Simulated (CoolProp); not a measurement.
Properties of R1234ze(E) at several states.

Computed with CoolProp (reference Helmholtz-energy equation of state, Thol 2016).

```
T (°C)  p (MPa)   phase  isothermal compressibility (1/MPa)  Prandtl number  fugacity coefficient
------  -------  ------  ----------------------------------  --------------  --------------------
42.35      12.6  liquid                                   ?               ?                     ?
105.15       15  liquid                            0.008762               ?                     ?
73.05    0.0222     gas                               45.18               ?                0.9970
105.25   0.0128     gas                               78.23           0.764                0.9987
-42.55   0.0663  liquid                            0.001557            5.82                     ?
```

Task: Fill in the missing entries.

Result: 
- 42.35, isothermal compressibility (1/MPa): 0.003659
- 42.35, Prandtl number: 3.41
- 42.35, fugacity coefficient: 0.08611
- 105.15, Prandtl number: 2.59
- 105.15, fugacity coefficient: 0.2381
- 73.05, Prandtl number: 0.766
- -42.55, fugacity coefficient: 0.4750

Viscosity comes from a separate model (Bell 2016), an estimate that may be off by 10 % or more. Thermal conductivity comes from a separate model (Perkins 2011).
